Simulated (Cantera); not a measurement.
An isothermal, constant-pressure homogeneous reactor starts with 0.757 % CO, 4.58 % O₂, 1.21 % H₂O, 93.4 % N₂, equivalence ratio 0.083, at 1375 K and 760 Torr.

Cantera simulation using GRI-Mech 3.0 (53 species, 325 reactions); the numbers are that mechanism's predictions, not measurements.

Task: Predict: x(CO) at 10.0 s; x(O₂) at 10.0 s; x(H₂O) at 10.0 s; x(HO₂) at 10.0 s; x(NO) at 10.0 s.

Result: 
| Property | Result |
|---|---|
| x(CO) at 10.0 s | 2.34e-8 (gas-phase equilibrium 2.34e-8) |
| x(O₂) at 10.0 s | 0.0422 (gas-phase equilibrium 0.0420) |
| x(H₂O) at 10.0 s | 0.0122 (gas-phase equilibrium 0.0122) |
| x(HO₂) at 10.0 s | 7.71e-9 (gas-phase equilibrium 7.69e-9) |
| x(NO) at 10.0 s | 3.35e-7 (gas-phase equilibrium 0.000308) |
